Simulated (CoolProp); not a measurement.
Vapour-liquid equilibrium of R134a (1) + methanol (2) at 237.6 K; x and y are mole fractions of (1).

Model: multi-fluid Helmholtz-energy mixture model, Tillner-Roth 1994 and de Reuck 1993; pair parameters Bell 2016, in CoolProp.

| x | bubble pressure, mixture model (MPa) | bubble pressure, Raoult's law (MPa) | y, mixture model | y, Raoult's law |
|---|---|---|---|---|
| 0.05 | 0.01541 | 0.003499 | 0.981 | 0.919 |
| 0.15 | [?] | 0.009904 | 0.991 | 0.975 |
| 0.25 | [?] | 0.01631 | 0.993 | 0.986 |
| 0.35 | 0.04145 | 0.02271 | 0.994 | 0.992 |
| 0.45 | 0.04364 | 0.02912 | 0.994 | 0.994 |
| 0.55 | [?] | 0.03553 | 0.995 | 0.996 |
| 0.65 | 0.04840 | 0.04193 | 0.995 | 0.998 |
| 0.75 | 0.05173 | 0.04834 | 0.996 | 0.998 |
| 0.85 | [?] | 0.05474 | 0.997 | 0.999 |
| 0.95 | 0.06125 | 0.06115 | 0.999 | 1.000 |

### Question
Fill in the missing entries.

### Answer

- 0.15, bubble pressure, mixture model (MPa): 0.03136
- 0.25, bubble pressure, mixture model (MPa): 0.03816
- 0.55, bubble pressure, mixture model (MPa): 0.04579
- 0.85, bubble pressure, mixture model (MPa): 0.05596

The largest gap from Raoult's law is +340.4 % in bubble pressure, at x = 0.05. No azeotrope shows between x = 0.05 and 0.95.

Pair parameters are fitted to limited data, so mixtures are less certain than the pure fluids. With so large a gap from Raoult's law the liquid may split in two, which this calculation doesn't test in full.
